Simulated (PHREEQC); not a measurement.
Consider water at 35 °C with 0.0062 mol NiSO4 and 0.00012 mol MnSO4 per kg of water. Closed to the air; pH follows from the charge balance.

Model: ion-association model, wateq4f.dat, run in PHREEQC.

This is a speciation only: nothing precipitates in the calculation.

Problem. Order these S species by the share of S that they hold, largest first: SO4-2, NiSO4, MnSO4.

Solution. SO4-2 (75 %), NiSO4 (25 %), MnSO4 (0.49 %)

The pH is 6.12 and the ionic strength 0.0189 mol/kgw. In wateq4f.dat the enthalpy of Ni(OH)2 has the wrong sign, so its saturation index can't be trusted away from 25 °C.
